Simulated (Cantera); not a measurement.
Input: 1 mol SiHCl3, 0.52 mol C3H8, 110 mol H2, 0.012 mol C2H4, equilibrated at 2027 °C.

Method: chemical equilibrium by Gibbs-energy minimisation in Cantera with the NASA 1993 tables (ideal gas, pure condensed phases). Candidate condensed phases: C, C6H6, C7H8, C8H18, Si, SiC; 109 gas species. The tables' values for SiCl are old estimates; treat these amounts as uncertain. Gases not in the tables: Si2H6 and higher silanes. Equilibrium is a limit: real reactors are often held back by kinetics, nucleation or transport.

### Question
At 42000 Pa, list the 4 most abundant gas species with their mole fractions, and the condensed phases.

### Answer
H2 0.956, HCl 0.0253, H 0.0146, C2H2 (acetylene) 0.00288. Condensed: SiC(s).
